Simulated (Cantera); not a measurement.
**Equilibrium for silicon oxide and oxynitride deposition: TEOS + H2O + N2**

Feed: 1 mol TEOS, 0.18 mol H2O, 10 mol N2, held at 7.50 Torr.

These are equilibrium values from Cantera (NASA tables, ideal gas, pure condensed phases), not measurements of a reactor. Candidate condensed phases: C, C6H6, C7H8, C8H18, H2O, Si, SiC, SiO2, Si2N2O, Si3N4; 151 gas species. The feed counts by its element totals alone. N2 is the only nitrogen source here; it is nearly inert below about 1500 K, so the nitride shown seldom forms there in practice. Mutual solubility and eutectic melting of coexisting phases are not modelled. The tables' values for SiN are old estimates; treat these amounts as uncertain. Equilibrium is a limit: real reactors are often held back by kinetics, nucleation or transport.

```tsv
T (K)	x H2	x N2	x CO	x H	x HCN	x SiO	x Si	n C(graphite)	n SiO2(β-quartz)	n Si2N2O(s)	n SiC(s)
923	0.454	0.448	0.0964	1.65e-9	6.15e-7	<1e-12	<1e-12	5.83	1.00	0	0
1073	0.455	0.447	0.0974	9.45e-8	6.96e-6	3.64e-11	<1e-12	5.82	1.00	0	0
1223	0.436	0.407	0.158	1.98e-6	4.03e-5	1.08e-7	<1e-12	4.32	0	0.500	0
1373	0.436	0.407	0.158	2.20e-5	0.000167	9.52e-6	9.07e-12	4.32	0	0.500	0
1523	0.433	0.407	0.159	0.000152	0.000521	0.000343	1.44e-8	4.12	0	0.434	0.125
1673	0.417	0.410	0.171	0.000735	0.00130	0.000640	5.58e-7	2.82	0	0	0.984
1823	0.414	0.408	0.170	0.00279	0.00282	0.00101	1.18e-5	2.79	0	0	0.975
1973	0.409	0.406	0.169	0.00862	0.00539	0.00148	0.000156	2.74	0	0	0.959
2123	0.396	0.400	0.167	0.0226	0.00925	0.00204	0.00143	2.68	0	0	0.907
```
x: gas mole fraction; n: condensed amount in mol.

From 923 K to 1073 K the condensed part is C(graphite) + SiO2(β-quartz). From 1223 K to 1373 K the condensed part is C(graphite) + Si2N2O(s). At 1523 K the condensed part is C(graphite) + SiC(s) + Si2N2O(s). From 1673 K to 2123 K the condensed part is C(graphite) + SiC(s).
